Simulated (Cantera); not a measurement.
Charge: 1 mol C2H2, 0.013 mol NH3, 6.9 mol N2, at 1 atm.

Method: chemical equilibrium by Gibbs-energy minimisation in Cantera with the NASA 1993 tables (ideal gas, pure condensed phases). Candidate condensed phases: C, C6H6, C7H8, C8H18; 92 gas species. Kinetics and transport are ignored. All values below are at 1975 K.

Base state: N2 0.869, H2 0.126, HCN 0.00441, H 0.000482, HNC 0.000240, C2H2 (acetylene) 8.18e-5 (mole fractions); condensed: C(graphite).

Question: What changes in the equilibrium state with this change: pressure from 1 atm to 2.30 mbar?

Answer: 
```json
[
 {"species": "N2", "before": "0.869", "after": "0.865"},
 {"species": "H2", "before": "0.126", "after": "0.121"},
 {"species": "H", "before": "0.000482", "after": "0.00991"},
 {"species": "C2H2 (acetylene)", "before": "8.18e-5", "after": "7.84e-5"},
 {"species": "HNC", "before": "0.000240", "after": "0.000234"},
 {"species": "HCN", "before": "0.00441", "after": "0.00431"},
 {"species": "C(graphite), mol", "before": "1.96", "after": "1.96"}
]
```
